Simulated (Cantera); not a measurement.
What does this Cantera script print?

```python
import numpy as np
import cantera as ct

gas = ct.Solution("gri30.yaml")


def delay(T, t_max=10):
    gas.TPX = T, 500000, {'CH4': 1, 'O2': 4.55, 'N2': 17.1}
    reactor = ct.IdealGasConstPressureReactor(gas, clone=False)
    net = ct.ReactorNet([reactor])
    net.rtol, net.atol = 1e-8, 1e-16
    while net.time < t_max:
        t_old, T_old = net.time, reactor.T
        net.step()
        if reactor.T > T + 400:  # ignition: a rise of 400 K
            return t_old + (T + 400 - T_old) / (reactor.T - T_old) * (net.time - t_old)
    return np.nan


taus = []
for T in [1250, 1325, 1400, 1475, 1550, 1625, 1700, 1775, 1850, 1925]:
    taus.append(delay(T))
    print(f"T0 = {T:6g} K   tau = {taus[-1]:.4e} s")
```

It prints:

```
T0 =   1250 K   tau = 3.6065e-03 s
T0 =   1325 K   tau = 1.4906e-03 s
T0 =   1400 K   tau = 6.6132e-04 s
T0 =   1475 K   tau = 3.1441e-04 s
T0 =   1550 K   tau = 1.6004e-04 s
T0 =   1625 K   tau = 8.7053e-05 s
T0 =   1700 K   tau = 5.0378e-05 s
T0 =   1775 K   tau = 3.0822e-05 s
T0 =   1850 K   tau = 1.9805e-05 s
T0 =   1925 K   tau = 1.3285e-05 s
```

Computed with Cantera and GRI-Mech 3.0 (53 species, 325 reactions).
